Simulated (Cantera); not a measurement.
Source: NASA polynomial tables (part measured, part estimated), evaluated in Cantera. Values are per mole of reaction as written; species without (g) are pure solids or liquids, kept so even where they would boil at 1 bar.

3 Fe(OH)3 = O3(g) + 3 Fe(OH)2 + 3 H(g)

```
T (K)  ΔH° (kJ)  ΔS° (J/K)  ΔG° (kJ)  log10 K
-----  --------  ---------  --------  -------
300         [?]        [?]       [?]      [?]
1025     1590.5      576.5     999.5   -50.94
1050     1590.2      576.3     985.1   -49.01
1075     1590.0      576.1     970.7   -47.17
1100     1589.7      575.8     956.3   -45.41
1125        [?]        [?]       [?]      [?]
```

Q: Complete the blanks.

A: 
- 300, ΔH° (kJ): 1571.7
- 300, ΔS° (J/K): 533.4
- 300, ΔG° (kJ): 1411.6
- 300, log10 K: -245.78
- 1125, ΔH° (kJ): 1589.3
- 1125, ΔS° (J/K): 575.4
- 1125, ΔG° (kJ): 941.9
- 1125, log10 K: -43.73
